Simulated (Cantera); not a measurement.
A closed system holds: 1 mol CuO, 380 mol H2, at 1525 K and 1.50 bar.

These are equilibrium values from Cantera (NASA tables, ideal gas, pure condensed phases), not measurements of a reactor. Candidate condensed phases: Cu, CuO, Cu(OH)2, Cu2O, H2O; 12 gas species. Rates play no part.

Question: What is the equilibrium state?

Answer: 
- x(H2) = 0.997
- x(H2O) = 0.00263
- x(H) = 1.93e-5
- x(Cu) = 8.29e-6
- n(Cu(l)) = 0.997 mol
- gas amount = 380.0 mol
